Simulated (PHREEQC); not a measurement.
Make-up at 3.7 °C: 0.025 mol NaH2PO4, 0.0002 mol K2HPO4 and 1.6e-06 mol H4SiO4 per kg of water. Closed to the air; pH follows from the charge balance.

Model: ion-association model, wateq4f.dat, run in PHREEQC.

| Property | Result |
|---|---|
| pH | 5.03 |
| ionic strength | 0.0256 mol/kgw |
| total alkalinity | 0.200 meq/kg |

```
species  molality  activity   log γ
-------  --------  --------  ------
Na+        0.0250    0.0216  -0.063
H2PO4-     0.0249    0.0216  -0.062
K+       0.000400  0.000343  -0.066
HPO4-2   0.000227  0.000127  -0.251
H3PO4     2.24e-5   2.25e-5   0.003
H+        1.05e-5   9.29e-6  -0.054
NaHPO4-   6.18e-6   5.36e-6  -0.062
H4SiO4    1.60e-6   1.61e-6   0.003
KHPO4-    9.81e-8   8.51e-8  -0.062
```

Precipitation was switched off in this run. H3PO4, which wateq4f.dat lacks, is added to it with the constant of phreeqc.dat. Away from 25 °C the constants follow the database's enthalpies or fits; those with neither stay at their 25 °C values.
